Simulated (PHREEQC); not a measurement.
A PHREEQC input (ion-association model, phreeqc.dat):

```
SOLUTION 1
  temp 25
  units mg/L
  pH 6.41
  pe 8.5
  Na 0.528
  K 0.407
  Ca 3.15
  Mg 0.0492
  Cl 1.59
  S(6) 2.76 as SO4
  Alkalinity 5.67 as HCO3
  Cu(2) 0.00423
END
USE solution 5
EQUILIBRIUM_PHASES 1
  Gypsum 0 0
  CO2(g) -2.5 10
END
```

It stops with these messages:

```
ERROR: Solution 5 not found.
```

The fault: USE names a solution that was never defined. The line should read `USE solution 1` where the input has `USE solution 5`. With the mend the run ends at pH 6.28 and ionic strength 0.000303 mol/kgw.
